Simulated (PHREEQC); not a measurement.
Dissolve 49 mmol/kgw HBr and 8.3 mmol/kgw ZnSO4 at 37 °C. Closed to the air; pH follows from the charge balance.

All values are PHREEQC results (ion-association model, phreeqc.dat), not measurements.

Each row changes one thing in this solution. No solid was allowed to form.

```
case                                    pH  ionic strength (mol/kgw)  Zn+2 (mol/kgw)  HSO4- (mol/kgw)  SO4-2 (mol/kgw)  ZnSO4 (mol/kgw)
------------------------------------  ----  ------------------------  --------------  ---------------  ---------------  ---------------
as made                               1.44                    0.0685         0.00753          0.00535          0.00221         0.000721
0.02 mol/kgw Ca(OH)2 added            2.21                    0.0868         0.00723          0.00144          0.00373          0.00100
HBr from 0.049 to 0.245 mol/kgw       0.73                     0.263         0.00805          0.00731         0.000872         0.000115
diluted 100-fold with water           3.33                  0.000808         8.17e-5          4.23e-6          7.75e-5          1.25e-6
HBr from 0.049 to 0.0441 mol/kgw       ___                    0.0637         0.00746          0.00515          0.00233         0.000790
0.0031 mol/kgw FeCl2 added            1.44                    0.0771         0.00751          0.00513          0.00219              ___
ZnSO4 from 0.0083 to 0.00747 mol/kgw  1.43                    0.0666         0.00683          0.00488          0.00198         0.000596
diluted 2-fold with water             1.72                    0.0351         0.00377          0.00225          0.00153         0.000368
```

Q: Complete the blanks.

A: 
- HBr from 0.049 to 0.0441 mol/kgw, pH: 1.49
- 0.0031 mol/kgw FeCl2 added, ZnSO4 (mol/kgw): 0.000660

Away from 25 °C the constants follow the database's enthalpies or fits; those with neither stay at their 25 °C values.
